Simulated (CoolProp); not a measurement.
Saturation properties of dimethyl carbonate (Tc = 557.0 K, pc = 4909 kPa, ω = 0.346).

Computed with CoolProp (reference Helmholtz-energy equation of state, Zhou 2011).

```json
[
 {"T (K)": "336.4", "p (kPa)": "39.64", "liquid density (kg/m³)": "1012", "vapour density (kg/m³)": "1.295", "surface tension (mN/m)": "22.8"},
 {"T (K)": "351.5", "p (kPa)": "68.63", "liquid density (kg/m³)": "990.7", "vapour density (kg/m³)": "2.162", "surface tension (mN/m)": "20.6"},
 {"T (K)": "366.7", "p (kPa)": "[?]", "liquid density (kg/m³)": "969.1", "vapour density (kg/m³)": "3.445", "surface tension (mN/m)": "18.5"},
 {"T (K)": "381.8", "p (kPa)": "176.9", "liquid density (kg/m³)": "[?]", "vapour density (kg/m³)": "5.247", "surface tension (mN/m)": "16.5"},
 {"T (K)": "397", "p (kPa)": "266.8", "liquid density (kg/m³)": "924.2", "vapour density (kg/m³)": "7.736", "surface tension (mN/m)": "14.6"},
 {"T (K)": "412.1", "p (kPa)": "387.8", "liquid density (kg/m³)": "900.7", "vapour density (kg/m³)": "11.05", "surface tension (mN/m)": "12.7"},
 {"T (K)": "427.2", "p (kPa)": "547.1", "liquid density (kg/m³)": "876.3", "vapour density (kg/m³)": "15.39", "surface tension (mN/m)": "10.9"},
 {"T (K)": "442.4", "p (kPa)": "753.4", "liquid density (kg/m³)": "850.5", "vapour density (kg/m³)": "21.07", "surface tension (mN/m)": "9.16"},
 {"T (K)": "457.5", "p (kPa)": "1012", "liquid density (kg/m³)": "823.4", "vapour density (kg/m³)": "28.34", "surface tension (mN/m)": "7.53"},
 {"T (K)": "472.6", "p (kPa)": "1333", "liquid density (kg/m³)": "794.5", "vapour density (kg/m³)": "[?]", "surface tension (mN/m)": "5.99"},
 {"T (K)": "487.8", "p (kPa)": "1730", "liquid density (kg/m³)": "762.7", "vapour density (kg/m³)": "49.92", "surface tension (mN/m)": "4.54"},
 {"T (K)": "502.9", "p (kPa)": "2208", "liquid density (kg/m³)": "727.4", "vapour density (kg/m³)": "[?]", "surface tension (mN/m)": "3.23"},
 {"T (K)": "518", "p (kPa)": "2785", "liquid density (kg/m³)": "685.9", "vapour density (kg/m³)": "88.15", "surface tension (mN/m)": "2.05"},
 {"T (K)": "533.2", "p (kPa)": "3485", "liquid density (kg/m³)": "632.4", "vapour density (kg/m³)": "[?]", "surface tension (mN/m)": "1.03"}
]
```

Question: Complete the blanks.

Answer: 
- 366.7, p (kPa): 112.9
- 381.8, liquid density (kg/m³): 947.0
- 472.6, vapour density (kg/m³): 37.69
- 502.9, vapour density (kg/m³): 65.99
- 533.2, vapour density (kg/m³): 121.7

It boils at 363.3 K under 1 atm.

Surface tension comes from a separate correlation (Mulero 2014).
